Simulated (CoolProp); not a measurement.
Vapour-liquid equilibrium of propylene (1) + 1-butene (2) at 1.42 bar; x and y are mole fractions of (1).

Values from CoolProp's multi-fluid Helmholtz-energy mixture model, Lemmon 2013 and Lemmon 2005; pair parameters Bell 2016.

```tsv
x	bubble temperature (K)	y at the bubble point	dew temperature at overall composition x (K)	liquid density (mol/L)
0.05	271.6	0.181	274.7	11.15
0.15	…	0.440	272.3	11.50
0.25	…	0.610	269.8	11.83
0.35	253.1	0.726	267.0	12.16
0.45	248.9	0.807	263.9	12.48
0.55	245.2	…	…	12.80
0.65	…	0.910	256.6	13.12
0.75	239.1	0.944	…	13.44
0.85	236.6	0.970	…	…
0.95	234.3	0.991	238.5	14.10
```

### Question
Some entries are withheld; supply them.

### Answer

- 0.15, bubble temperature (K): 264.2
- 0.25, bubble temperature (K): 258.2
- 0.55, y at the bubble point: 0.866
- 0.55, dew temperature at overall composition x (K): 260.5
- 0.65, bubble temperature (K): 241.9
- 0.75, dew temperature at overall composition x (K): 251.9
- 0.85, dew temperature at overall composition x (K): 246.2
- 0.85, liquid density (mol/L): 13.77

No azeotrope shows between x = 0.05 and 0.95.

The pair parameters rest on a limited set of measurements; away from them the model extrapolates.
